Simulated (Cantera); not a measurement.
An isothermal, constant-pressure homogeneous reactor starts with NO : N2 = 1 : 0.57 (molar parts), at 1875 K and 2000 Pa. Integrator tolerance rtol = 1e-08.

Model: GRI-Mech 3.0 (53 species, 325 reactions), integrated in Cantera. Radical loss at walls, strong at low pressure, is not modelled.

```csv
quantity,before,after
x(NO) at 20.0 s,0.407 (gas-phase equilibrium 0.00605),0.618 (gas-phase equilibrium 0.00273)
x(N2) at 20.0 s,0.478 (gas-phase equilibrium 0.678),0.372 (gas-phase equilibrium 0.680)
x(O2) at 20.0 s,0.114 (gas-phase equilibrium 0.315),0.00922 (gas-phase equilibrium 0.317)
x(NO2) at 20.0 s,8.88e-5 (gas-phase equilibrium 2.26e-6),6.49e-5 (gas-phase equilibrium 1.68e-6)
x(N2O) at 20.0 s,4.71e-5 (gas-phase equilibrium 4.52e-8),0.000127 (gas-phase equilibrium 2.12e-8)
```

**Question.** What was changed between the two runs?
(A) temperature 1875 to 1400 K
(B) pressure from 2000 Pa to 18000 Pa
(C) pressure from 2000 Pa to 2700 Pa
(D) temperature 1875 to 1650 K

**Answer.** D, temperature 1875 to 1650 K
